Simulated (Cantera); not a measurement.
# Gas-phase reforming

An isothermal, constant-pressure homogeneous reactor starts with CH4 : H2O = 1 : 1.9 (molar parts), at 1223 K and 101000 Pa.

Cantera simulation using GRI-Mech 3.0 (53 species, 325 reactions); the numbers are that mechanism's predictions, not measurements.

```tsv
t (s)	x CH4	x H2O	x CH2O	x CH2	x HCO
8.00e-5	0.345	0.655	<1e-12	<1e-12	<1e-12
0.000248	0.345	0.655	<1e-12	<1e-12	<1e-12
0.000772	0.345	0.655	<1e-12	<1e-12	<1e-12
0.00240	0.345	0.655	1.50e-11	<1e-12	<1e-12
0.00744	0.345	0.655	2.05e-10	<1e-12	<1e-12
0.0231	0.345	0.655	1.07e-9	<1e-12	<1e-12
0.0718	0.345	0.655	4.14e-9	<1e-12	<1e-12
0.223	0.345	0.655	1.71e-8	<1e-12	<1e-12
0.692	0.344	0.655	7.73e-8	<1e-12	<1e-12
2.15	0.344	0.655	2.18e-7	<1e-12	<1e-12
6.68	0.341	0.654	2.58e-7	1.10e-12	<1e-12
20.7	0.331	0.649	2.80e-7	2.42e-12	<1e-12
64.4	0.306	0.638	2.88e-7	4.67e-12	<1e-12
200	0.252	0.612	2.20e-7	7.06e-12	1.14e-12
```
x: mole fraction; the columns are a selection and need not sum to one.

Equilibrium at this temperature and pressure: CH4 7.98e-5, H2O 0.155, CH2O 5.50e-8, CH2 <1e-12, HCO 2.65e-10 (gas phase only).
